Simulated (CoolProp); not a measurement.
The fluid at 234.14 K and 11.4 MPa flows at 3.1 m/s in a round tube of 1 mm bore and 15 µm roughness, fully developed (64/Re and Nu = 3.66 if laminar; Colebrook and Gnielinski if turbulent). The same conditions are run with several fluids, on thermodynamics alone (safety and materials aside).

The numbers come from the reference Helmholtz-energy equation of state of each fluid (oxygen: Schmidt 1985; dry air: Lemmon 2000; nitrogen: Span 2000; methane: Setzmann 1991; CF4 (R14): Platzer 1990) in CoolProp. The equations of Platzer and Polt are older, rougher fits. Blends and air are pseudo-pure fits.

```json
[
 {"fluid": "oxygen", "Reynolds number": "32800", "Darcy friction factor": "0.0451", "pressure drop (Pa/m)": "49000", "heat-transfer coefficient (W/(m² K))": "5450", "mass flow (kg/h)": "1.98"},
 {"fluid": "dry air", "Reynolds number": "30200", "Darcy friction factor": "0.0452", "pressure drop (Pa/m)": "40500", "heat-transfer coefficient (W/(m² K))": "4760", "mass flow (kg/h)": "1.63"},
 {"fluid": "nitrogen", "Reynolds number": "29200", "Darcy friction factor": "0.0452", "pressure drop (Pa/m)": "38200", "heat-transfer coefficient (W/(m² K))": "4570", "mass flow (kg/h)": "1.54"},
 {"fluid": "methane", "Reynolds number": "29500", "Darcy friction factor": "0.0452", "pressure drop (Pa/m)": "36400", "heat-transfer coefficient (W/(m² K))": "11300", "mass flow (kg/h)": "1.47"},
 {"fluid": "CF4 (R14)", "Reynolds number": "43700", "Darcy friction factor": "0.0447", "pressure drop (Pa/m)": "242000", "heat-transfer coefficient (W/(m² K))": "14500", "mass flow (kg/h)": "9.86"}
]
```

Transport values come from each fluid's own correlations; those of CF4 (R14) are estimates that may be off by 10 % or more.
